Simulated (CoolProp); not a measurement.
Computed with CoolProp (reference Helmholtz-energy equation of state, Lemmon 2006). It is a short technical equation, of lower accuracy than the large ones.

**Question.** For C2F6 (R116), give the phase and the expansivity (1/kK), viscosity (µPa s), Prandtl number at -43.75 °C and 0.0997 MPa; 83.95 °C and 2.75 MPa.

**Answer.** 
- -43.75 °C and 0.0997 MPa: gas; expansivity 4.74, viscosity 10.8, Prandtl number 0.740
- 83.95 °C and 2.75 MPa: gas; expansivity 5.18, viscosity 19.1, Prandtl number 0.882

Viscosity comes from a separate model (Huber 2003), an estimate that may be off by 10 % or more. Thermal conductivity comes from a separate model (Huber 2003), an estimate that may be off by 10 % or more.
